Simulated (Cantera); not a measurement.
## Thermodynamics of abatement and gas-phase synthesis, feed NF3 + SO2 + H2

A closed system holds: 1 mol NF3, 0.044 mol SO2, 0.23 mol H2, held at 0.100 bar.

Cantera equilibrium calculation (NASA polynomials, part measured and part estimated; ideal gas, pure solids and liquids). Candidate condensed phases: H2O, H2SO4, S; 62 gas species. The tables' values for SOF2, SF3 are old estimates; treat these amounts as uncertain. Equilibrium is a limit: real reactors are often held back by kinetics, nucleation or transport.

From 1948 K to 3348 K nothing is condensed.

| T (K) | x F | x N2 | x HF | x O | x S | x SO2 | x SOF2 | x SO |
|---|---|---|---|---|---|---|---|---|
| 1948 | 0.706 | 0.143 | 0.132 | 0.000102 | 1.75e-8 | 0.00314 | 0.00657 | 1.26e-5 |
| 2148 | 0.712 | 0.142 | 0.131 | 0.000319 | 2.39e-6 | 0.00802 | 0.00224 | 0.000251 |
| 2348 | 0.713 | 0.141 | 0.130 | 0.000879 | 6.31e-5 | 0.00889 | 0.000436 | 0.00144 |
| 2548 | 0.713 | 0.140 | 0.129 | 0.00247 | 0.000500 | 0.00692 | 6.53e-5 | 0.00374 |
| 2748 | 0.710 | 0.139 | 0.129 | 0.00612 | 0.00191 | 0.00381 | 8.54e-6 | 0.00565 |
| 2948 | 0.707 | 0.138 | 0.128 | 0.0117 | 0.00471 | 0.00133 | 9.89e-7 | 0.00544 |
| 3148 | 0.703 | 0.138 | 0.126 | 0.0171 | 0.00799 | 0.000285 | 9.66e-8 | 0.00337 |
| 3348 | 0.702 | 0.137 | 0.123 | 0.0205 | 0.0102 | 4.31e-5 | 8.61e-9 | 0.00153 |
x: gas mole fraction; nothing condenses.
